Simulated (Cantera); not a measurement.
Thermodynamics of silicon nitride deposition, feed SiHCl3 + N2

A closed system holds: 1 mol SiHCl3, 8.8 mol N2, equilibrated at 0.00133 bar.

Equilibrium computed with Cantera from the NASA thermochemical tables; the gas is ideal and each condensed phase is pure. Candidate condensed phases: NH4Cl, Si, Si3N4; 28 gas species. N2 is the only nitrogen source here; it is nearly inert below about 1500 K, so the nitride shown seldom forms there in practice. The tables' values for SiCl3, SiCl, SiN are old estimates; treat these amounts as uncertain. The numbers say what is thermodynamically allowed, not how fast it happens.

```csv
T (K),x N2,x SiCl2,x HCl,x SiCl4,x Cl,x SiCl3,n Si3N4(s)
1200,0.850,0.00320,0.0897,0.0478,5.89e-6,0.00417,0.149
1275,0.845,0.0147,0.0885,0.0376,2.12e-5,0.00923,0.125
1350,0.833,0.0450,0.0840,0.0188,5.89e-5,0.0130,0.0669
1425,0.822,0.0796,0.0750,0.00440,0.000120,0.00943,0
1500,0.820,0.0832,0.0805,0.00226,0.000395,0.00769,0
1575,0.818,0.0857,0.0835,0.00111,0.00111,0.00604,0
1650,0.816,0.0877,0.0846,0.000502,0.00262,0.00448,0
1725,0.814,0.0892,0.0840,0.000194,0.00517,0.00305,0
1800,0.812,0.0900,0.0817,6.70e-5,0.00875,0.00193,0
1875,0.809,0.0900,0.0781,2.25e-5,0.0135,0.00120,0
1950,0.805,0.0888,0.0736,7.97e-6,0.0199,0.000755,0
2025,0.798,0.0852,0.0688,3.11e-6,0.0292,0.000489,0
2100,0.786,0.0778,0.0643,1.34e-6,0.0436,0.000324,0
```
x: gas mole fraction; n: condensed amount in mol.

From 1200 K to 1350 K the condensed part is Si3N4(s). From 1425 K to 2100 K nothing is condensed. The main Si-bearing gas is SiCl4 at 1200 K and SiCl2 at 2100 K.
